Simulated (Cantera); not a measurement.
Input: 1 mol Fe₂O₃, 0.71 mol CH₄, 1.7 mol N₂, at 24.0 mbar.

Cantera equilibrium calculation (NASA polynomials, part measured and part estimated; ideal gas, pure solids and liquids). Candidate condensed phases: C, C₆H₆, C₇H₈, C₈H₁₈, Fe, Fe(CO)₅, FeO, Fe(OH)₂, Fe(OH)₃, Fe₂O₃, Fe₃O₄, H₂O; 140 gas species. Mutual solubility and eutectic melting of coexisting phases are not modelled. The tables' stoichiometric FeO is somewhat more stable than real wüstite, so its field is too wide. FeO: taken at fixed stoichiometry. Kinetics and transport are ignored.

**Question.** At 1200 K, list the 4 most abundant gas species with their mole fractions, and the condensed phases.

**Answer.** N₂ 0.444, H₂ 0.290, CO 0.154, H₂O 0.0804. Condensed: Fe(γ) + FeO(s).
